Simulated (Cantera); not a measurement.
An isothermal plug-flow reactor at 650 K and 1.00 bar (inlet), inlet velocity 2.2 m/s, active area per volume 2300 1/m; feed H2 : O2 : N2 = 0.023 : 0.14 : 0.79 (molar parts), equivalence ratio 0.082.

Cantera simulation using Deutschmann's 1995 Pt surface mechanism with GRI-Mech 3.0 gas chemistry; the numbers are that mechanism's predictions, not measurements. Catalytic surfaces can have several steady states; this one follows from the mechanism file's or the stated starting coverage. Mass transfer to the wall is taken as infinitely fast.

Task: What does this change do: inlet velocity 2.2 to 0.48 m/s?

Result: 
| quantity | before | after |
|---|---|---|
| x(H2) at z = 0.019 m | 7.87e-5 | 3.54e-7 |
| x(O2) at z = 0.019 m | 0.137 | 0.136 |
| x(H2O) at z = 0.019 m | 0.0243 | 0.0244 |
| θ(free Pt) at the exit | 0.00289 | 0.00235 |
| θ(O*) at the exit | 0.995 | 0.996 |
| θ(OH*) at the exit | 0.00236 | 0.00213 |

Task: What does this change do: inlet velocity 2.2 to 5.2 m/s?

Result: 
```csv
quantity,before,after
x(H2) at z = 0.019 m,7.87e-5,0.000270
x(O2) at z = 0.019 m,0.137,0.137
x(H2O) at z = 0.019 m,0.0243,0.0242
θ(free Pt) at the exit,0.00289,0.00457
θ(O*) at the exit,0.995,0.992
θ(OH*) at the exit,0.00236,0.00296
```
